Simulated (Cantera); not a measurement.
A closed system holds: 1 mol SiCl₄, 21 mol N₂, at 1.00 Torr.

Method: chemical equilibrium by Gibbs-energy minimisation in Cantera with the NASA 1993 tables (ideal gas, pure condensed phases). Candidate condensed phases: Si, Si₃N₄; 13 gas species. The tables' values for SiCl₃ are old estimates; treat these amounts as uncertain. The numbers say what is thermodynamically allowed, not how fast it happens. All values below are at 1298 K.

Base state: N₂ 0.954, SiCl₄ 0.0447, Cl 0.000720, SiCl₃ 0.000625, SiCl₂ 5.22e-5 (mole fractions); condensed: gas only.

Problem. What changes in the equilibrium state with this change: 0.94 mol O₂ added?

Solution. 
| species | before | after |
|---|---|---|
| N₂ | 0.954 | 0.883 |
| Cl | 0.000720 | 0.0700 |
| Cl₂ | 4.65e-6 | 0.0441 |
| SiCl₄ | 0.0447 | 0.00252 |
| SiCl₂ | 5.22e-5 | <1e-9 |
| SiCl₃ | 0.000625 | 3.62e-7 |
| SiO₂(β-quartz), mol | 0 | 0.940 |
The tables hold silica as quartz up to 1696 K and as liquid above; real silica turns to tridymite and cristobalite and melts near 1996 K. Further candidate phases: SiO₂, Si₂N₂O.
